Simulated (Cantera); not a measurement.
An adiabatic, constant-volume homogeneous reactor starts with 15.3 % CH₄, 11.3 % CO, 15.1 % O₂, 56.8 % N₂, 1.50 % CO₂, at 1375 K and 101000 Pa.

Computed with Cantera and GRI-Mech 3.0 (53 species, 325 reactions).

Problem. Predict: time of steepest temperature rise; temperature at 0.800 s; equilibrium temperature; x(CO) at 0.800 s; x(O₂) at 0.800 s; x(HCO) at 0.800 s; x(N₂O) at 0.800 s.

Solution. 
| Property | Result |
|---|---|
| time of steepest temperature rise | 9.12 ms |
| temperature at 0.800 s | 2556 K |
| equilibrium temperature | 2556 K |
| x(CO) at 0.800 s | 0.216 (gas-phase equilibrium 0.216) |
| x(O₂) at 0.800 s | 1.70e-5 (gas-phase equilibrium 1.70e-5) |
| x(HCO) at 0.800 s | 5.14e-7 (gas-phase equilibrium 5.14e-7) |
| x(N₂O) at 0.800 s | 1.17e-8 (gas-phase equilibrium 1.17e-8) |
